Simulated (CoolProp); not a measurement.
n-perfluorohexane at several states: density (kg/m³) from the reference equation and from simpler models built on Tc = 174.9 °C, pc = 1742 kPa, ω = 0.497; each cubic takes its own stable root.

Values from CoolProp's reference Helmholtz-energy equation of state, Gao 2022.

```
T (°C)  p (kPa)   phase  reference
------  -------  ------  ---------
168.85     26.4     gas      2.442
79.85       179     gas      22.66
9.95       63.7  liquid       1719
6.05       30.8  liquid       1730
117.45      133     gas      14.50
124.45     5560  liquid       1401
```

**Question.** How far does each simpler model (Redlich-Kwong, Soave-Redlich-Kwong, Peng-Robinson) lie from the reference over these 6 states: mean and median of the absolute difference, and the worst?

**Answer.** 
- Redlich-Kwong: mean 22.9 %, median 9.2 %, worst -99.7 % at 6.05 °C and 30.8 kPa
- Soave-Redlich-Kwong: mean 6.6 %, median 6.7 %, worst -13.2 % at 6.05 °C and 30.8 kPa
- Peng-Robinson: mean 1.1 %, median 1.2 %, worst -2.1 % at 6.05 °C and 30.8 kPa

At some of these states Redlich-Kwong gives the other phase, because its saturation line lies elsewhere.
